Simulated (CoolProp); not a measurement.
Vapour-liquid equilibrium of R134a (1) + R1234ze(E) (2) at 1790 kPa; x and y are mole fractions of (1).

The numbers come from the multi-fluid Helmholtz-energy mixture model, Tillner-Roth 1994 and Thol 2016; pair parameters Bell 2022 in CoolProp.

```
x     bubble temperature (°C)  y at the bubble point  dew temperature at overall composition x (°C)  liquid density (mol/L)
----  -----------------------  ---------------------  ---------------------------------------------  ----------------------
0.05                     73.7                  0.063                                           73.9                   8.524
0.2                      71.1                  0.236                                           71.6                   8.781
0.35                     68.9                  0.394                                           69.5                   9.035
0.5                      67.1                  0.541                                           67.6                   9.290
0.65                     65.5                  0.682                                           65.9                   9.549
0.8                      64.2                  0.820                                           64.4                   9.814
0.95                     63.0                  0.955                                           63.1                   10.09
```

No azeotrope shows between x = 0.05 and 0.95.

The pair parameters rest on a limited set of measurements; away from them the model extrapolates.
